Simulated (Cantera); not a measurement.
An isothermal, constant-pressure homogeneous reactor starts with CH4 : H2O : H2 = 1 : 1.7 : 0.97 (molar parts), at 1250 K and 5.00 bar. Integrator tolerance rtol = 1e-08.

Computed with Cantera and GRI-Mech 3.0 (53 species, 325 reactions).

**Question.** What does this change do: pressure from 5.00 bar to 1.00 bar?

**Answer.** 
| quantity | before | after |
|---|---|---|
| x(CH4) at 40.0 s | 0.266 (gas-phase equilibrium 0.00211) | 0.253 (gas-phase equilibrium 8.80e-5) |
| x(H2O) at 40.0 s | 0.461 (gas-phase equilibrium 0.110) | 0.458 (gas-phase equilibrium 0.108) |
| x(H2) at 40.0 s | 0.270 (gas-phase equilibrium 0.713) | 0.281 (gas-phase equilibrium 0.716) |
| x(C2H) at 40.0 s | <1e-12 (gas-phase equilibrium <1e-12) | <1e-12 (gas-phase equilibrium <1e-12) |
| x(O2) at 40.0 s | <1e-12 (gas-phase equilibrium <1e-12) | <1e-12 (gas-phase equilibrium <1e-12) |
| x(C2H2) at 40.0 s | 0.000304 (gas-phase equilibrium 1.05e-9) | 0.00307 (gas-phase equilibrium 4.52e-11) |
| x(CO2) at 40.0 s | 6.90e-5 (gas-phase equilibrium 0.0158) | 1.66e-5 (gas-phase equilibrium 0.0155) |

**Question.** What does this change do: temperature 1250 to 1625 K?

**Answer.** 
```json
[
 {"quantity": "x(CH4) at 40.0 s", "before": "0.266 (gas-phase equilibrium 0.00211)", "after": "0.00235 (gas-phase equilibrium 1.40e-5)"},
 {"quantity": "x(H2O) at 40.0 s", "before": "0.461 (gas-phase equilibrium 0.110)", "after": "0.118 (gas-phase equilibrium 0.115)"},
 {"quantity": "x(H2) at 40.0 s", "before": "0.270 (gas-phase equilibrium 0.713)", "after": "0.705 (gas-phase equilibrium 0.709)"},
 {"quantity": "x(C2H) at 40.0 s", "before": "<1e-12 (gas-phase equilibrium <1e-12)", "after": "1.48e-12 (gas-phase equilibrium <1e-12)"},
 {"quantity": "x(O2) at 40.0 s", "before": "<1e-12 (gas-phase equilibrium <1e-12)", "after": "<1e-12 (gas-phase equilibrium <1e-12)"},
 {"quantity": "x(C2H2) at 40.0 s", "before": "0.000304 (gas-phase equilibrium 1.05e-9)", "after": "1.02e-5 (gas-phase equilibrium 3.69e-10)"},
 {"quantity": "x(CO2) at 40.0 s", "before": "6.90e-5 (gas-phase equilibrium 0.0158)", "after": "0.00890 (gas-phase equilibrium 0.00873)"}
]
```
